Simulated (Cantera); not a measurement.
An isothermal plug-flow reactor at 825 K and 4.10 bar (inlet), inlet velocity 1.3 m/s, active area per volume 1300 1/m; feed CH4 : O2 : N2 : H2O = 0.0023 : 0.05 : 0.79 : 0.013 (molar parts), equivalence ratio 0.092.

Cantera simulation using Deutschmann's 1995 Pt surface mechanism with GRI-Mech 3.0 gas chemistry; the numbers are that mechanism's predictions, not measurements. Catalytic surfaces can have several steady states; this one follows from the mechanism file's or the stated starting coverage. Mass transfer to the wall is taken as infinitely fast.

Problem. What does this change do: temperature 825 to 1300 K?

Solution. 
```tsv
quantity	before	after
x(CH4) at z = 0.0084 m	0.00266	6.18e-6
x(O2) at z = 0.0084 m	0.0584	0.0532
x(H2O) at z = 0.0084 m	0.0152	0.0205
x(CO2) at z = 0.0084 m	2.47e-5	0.00260
x(CO) at z = 0.0084 m	3.75e-7	1.66e-7
θ(free Pt) at the exit	0.0342	0.466
θ(O*) at the exit	0.962	0.531
θ(OH*) at the exit	0.00425	0.00286
```
